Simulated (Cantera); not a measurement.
Input: 1 mol CH3OH, 0.48 mol H2O, at 2848 K and 0.0220 bar.

These are equilibrium values from Cantera (NASA tables, ideal gas, pure condensed phases), not measurements of a reactor. Candidate condensed phases: C, C6H6, C7H8, C8H18, H2O; 110 gas species. Equilibrium is a limit: real reactors are often held back by kinetics, nucleation or transport.

Base state: H 0.362, H2 0.309, CO 0.221, H2O 0.0628, OH 0.0216, O 0.0158, CO2 0.00635, O2 0.00128 (mole fractions); condensed: gas only.

What changes in the equilibrium state with this change: CH3OH replaced by C3H8?


| species | before | after |
|---|---|---|
| H2 | 0.309 | 0.459 |
| H | 0.362 | 0.441 |
| CO | 0.221 | 0.0750 |
| C2H2 (acetylene) | <1e-9 | 0.0179 |
| O | 0.0158 | 1.47e-9 |
| OH | 0.0216 | 2.45e-9 |
| H2O | 0.0628 | 8.71e-9 |
| CO2 | 0.00635 | <1e-9 |
| C3 | <1e-9 | 0.00256 |
| C2H | <1e-9 | 0.00235 |
| O2 | 0.00128 | <1e-9 |
| C(graphite), mol | 0 | 2.19 |
